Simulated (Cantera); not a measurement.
# Sublimation and decomposition of ceramics: SiC + N2

Input: 1 mol SiC, a varied amount of N2, at 2477 °C and 7.50 Torr.

Method: chemical equilibrium by Gibbs-energy minimisation in Cantera with the NASA 1993 tables (ideal gas, pure condensed phases). Candidate condensed phases: C, Si, SiC, Si3N4; 20 gas species. The tables' values for SiN are old estimates; treat these amounts as uncertain. Equilibrium is a limit: real reactors are often held back by kinetics, nucleation or transport.

From 1.1 mol N2 to 8 mol N2 the condensed part is C(graphite). The main Si-bearing gas is Si throughout.

```tsv
n(N2) (mol)	log p N2	log p Si	log p SiC2	log p Si2C	log p CN	n C(graphite)
1.1	-2.28	-2.53	-2.84	-3.68	-4.31	0.333
1.3	-2.24	-2.57	-2.88	-3.76	-4.29	0.329
1.6	-2.21	-2.62	-2.93	-3.86	-4.27	0.324
1.9	-2.18	-2.67	-2.97	-3.95	-4.26	0.318
2.2	-2.16	-2.71	-3.01	-4.03	-4.25	0.313
2.7	-2.14	-2.77	-3.07	-4.16	-4.24	0.305
3.2	-2.12	-2.82	-3.13	-4.26	-4.23	0.297
3.9	-2.10	-2.89	-3.19	-4.39	-4.22	0.287
4.6	-2.09	-2.94	-3.25	-4.50	-4.21	0.276
5.5	-2.08	-3.01	-3.31	-4.63	-4.21	0.264
6.6	-2.06	-3.07	-3.38	-4.76	-4.20	0.248
8	-2.05	-3.14	-3.45	-4.91	-4.20	0.229
```
log p: log10 of the partial pressure in bar; n: condensed amount in mol.
